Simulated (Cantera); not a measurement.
An isothermal plug-flow reactor at 700 K and 1.00 atm (inlet), inlet velocity 0.42 m/s, active area per volume 980 1/m; feed H2 : O2 : N2 = 0.012 : 0.055 : 0.79 (molar parts), equivalence ratio 0.11.

Detailed kinetics in Cantera: Deutschmann's 1995 Pt surface mechanism with GRI-Mech 3.0 gas chemistry. Catalytic surfaces can have several steady states; this one follows from the mechanism file's or the stated starting coverage. Mass transfer to the wall is taken as infinitely fast.

Question: What does this change do: temperature 700 to 673 K?

Answer: 
```
quantity                 before    after
----------------------  -------  -------
x(H2) at z = 0.0049 m   1.31e-5  3.86e-5
x(O2) at z = 0.0049 m    0.0576   0.0576
x(H2O) at z = 0.0049 m   0.0141   0.0141
θ(free Pt) at the exit   0.0100  0.00641
θ(O*) at the exit         0.988    0.991
θ(OH*) at the exit      0.00232  0.00225
```

Question: What does this change do: temperature 700 to 600 K?

Answer: 
```tsv
quantity	before	after
x(H2) at z = 0.0049 m	1.31e-5	9.89e-5
x(O2) at z = 0.0049 m	0.0576	0.0576
x(H2O) at z = 0.0049 m	0.0141	0.0140
θ(free Pt) at the exit	0.0100	0.00316
θ(O*) at the exit	0.988	0.994
θ(OH*) at the exit	0.00232	0.00288
```
